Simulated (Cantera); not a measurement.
Input (Python, Cantera):

```python
import numpy as np
import cantera as ct

gas = ct.Solution("gri30.yaml")


def delay(T, t_max=10):
    gas.TPX = T, 500000, {'H2': 1, 'O2': 0.333, 'N2': 1.25}
    reactor = ct.IdealGasConstPressureReactor(gas, clone=False)
    net = ct.ReactorNet([reactor])
    net.rtol, net.atol = 1e-8, 1e-16
    while net.time < t_max:
        t_old, T_old = net.time, reactor.T
        net.step()
        if reactor.T > T + 400:  # ignition: a rise of 400 K
            return t_old + (T + 400 - T_old) / (reactor.T - T_old) * (net.time - t_old)
    return np.nan


taus = []
for T in [1223, 1273, 1323, 1373, 1423, 1473, 1523, 1573, 1623, 1673]:
    taus.append(delay(T))
    print(f"T0 = {T:6g} K   tau = {taus[-1]:.4e} s")
```

Result:

```
T0 =   1223 K   tau = 1.2948e-05 s
T0 =   1273 K   tau = 8.3920e-06 s
T0 =   1323 K   tau = 6.1020e-06 s
T0 =   1373 K   tau = 4.7244e-06 s
T0 =   1423 K   tau = 3.8105e-06 s
T0 =   1473 K   tau = 3.1665e-06 s
T0 =   1523 K   tau = 2.6941e-06 s
T0 =   1573 K   tau = 2.3384e-06 s
T0 =   1623 K   tau = 2.0659e-06 s
T0 =   1673 K   tau = 1.8554e-06 s
```

Cantera simulation using GRI-Mech 3.0 (53 species, 325 reactions); the numbers are that mechanism's predictions, not measurements. The hydrogen kinetics of GRI-Mech 3.0 are dated; newer H2 mechanisms differ, most at raised pressure. Where the delays flatten at high temperature, the 400 K rule measures the pace of heat release, not the induction time.
